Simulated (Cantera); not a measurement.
Input: 1 mol B, 9 mol O2, 57 mol N2, equilibrated at 2098.15 K and 83.0 Pa.

Method: chemical equilibrium by Gibbs-energy minimisation in Cantera with the NASA 1993 tables (ideal gas, pure condensed phases). Candidate condensed phases: B, BN, B2O3; 17 gas species. Equilibrium is a limit: real reactors are often held back by kinetics, nucleation or transport.

Base state: N2 0.854, O2 0.110, O 0.0158, BO2 0.00924, NO 0.00747, B2O3 0.00270, BO 0.000403 (mole fractions); condensed: gas only.

Question: What changes in the equilibrium state with this change: temperature from 2098.15 K to 2448 K?

Answer: 
```tsv
species	before	after
N2	0.854	0.814
O	0.0158	0.0973
O2	0.110	0.0631
NO	0.00747	0.0117
BO2	0.00924	0.00888
BO	0.000403	0.00478
B2O3	0.00270	0.000358
```

Question: What changes in the equilibrium state with this change: temperature from 2098.15 K to 1023.15 K?

Answer: 
```csv
species,before,after
N2,0.854,0.874
O2,0.110,0.126
NO,0.00747,3.28e-5
O,0.0158,3.86e-9
B2O3,0.00270,1.19e-8
BO2,0.00924,5.69e-9
BO,0.000403,<1e-9
"B2O3(l), mol",0,0.500
```

Question: What changes in the equilibrium state with this change: temperature from 2098.15 K to 1398.15 K?

Answer: 
```json
[
 {"species": "N2", "before": "0.854", "after": "0.871"},
 {"species": "O2", "before": "0.110", "after": "0.126"},
 {"species": "B2O3", "before": "0.00270", "after": "0.00277"},
 {"species": "O", "before": "0.0158", "after": "1.13e-5"},
 {"species": "BO", "before": "0.000403", "after": "2.90e-9"},
 {"species": "BO2", "before": "0.00924", "after": "0.000196"},
 {"species": "B2O3(l), mol", "before": "0", "after": "0.312"}
]
```
